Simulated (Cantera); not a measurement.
Source: NASA polynomial tables (part measured, part estimated), evaluated in Cantera. Values are per mole of reaction as written; species without (g) are pure solids or liquids, kept so even where they would boil at 1 bar.

H2O(g) + PbO(g) + F2(g) ⇌ H2O2(g) + PbF2, with ΔH° = -641.7 kJ and ΔS° = -284.1 J/K at 300 K.

**Question.** How far is the shortcut ΔG° ≈ ΔH°(300 K) − T·ΔS°(300 K) from the full temperature-dependent value at 1075, 1100, 1125, 1150, 1175, 1200, 1225, 1250, 1275, 1300 K?

**Answer.** 
```
T (K)  shortcut (kJ)  full (kJ)  difference (kJ)  difference in log10 K  condensed phases
-----  -------------  ---------  ---------------  ---------------------  ----------------
1075          -336.4     -357.4             21.0                  -1.02           PbF2(s)
1100          -329.2     -351.6             22.3                  -1.06           PbF2(s)
1125          -322.1     -346.1             23.9                  -1.11           PbF2(l)
1150          -315.0     -340.6             25.6                  -1.16           PbF2(l)
1175          -307.9     -335.2             27.3                  -1.21           PbF2(l)
1200          -300.8     -329.9             29.0                  -1.26           PbF2(l)
1225          -293.7     -324.5             30.8                  -1.31           PbF2(l)
1250          -286.6     -319.2             32.6                  -1.36           PbF2(l)
1275          -279.5     -313.9             34.4                  -1.41           PbF2(l)
1300          -272.4     -308.7             36.3                  -1.46           PbF2(l)
```
The shortcut ignores heat capacities and the phase changes listed.
